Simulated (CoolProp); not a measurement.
A simple Rankine cycle with neopentane: condensing at 315.15 K, boiler at 1.91 MPa, turbine inlet 417.2 K, turbine efficiency 0.9, pump efficiency 0.7, no recuperator. Each further row changes one setting.

Values from CoolProp's reference Helmholtz-energy equation of state, Lemmon 2006. It is a short technical equation, of lower accuracy than the large ones.

```tsv
case	thermal efficiency (%)	net work (kJ/kg)	heat in (kJ/kg)	turbine exit temperature (K)	volume ratio over the turbine
as stated	13.6	61.4	452	[?]	7.92
turbine inlet 437.2 K	13.3	67.3	[?]	[?]	7.47
condensing temperature 307.15 K	14.8	69.6	472	362.4	9.96
boiler pressure 1.34 MPa	11.5	54.3	472	380.2	5.01
turbine efficiency 0.8	12.0	[?]	452	370.8	8.01
```

Question: What belongs in the gaps?

Answer: 
- as stated, turbine exit temperature (K): 367.3
- turbine inlet 437.2 K, heat in (kJ/kg): 506
- turbine inlet 437.2 K, turbine exit temperature (K): 389.9
- turbine efficiency 0.8, net work (kJ/kg): 54.1
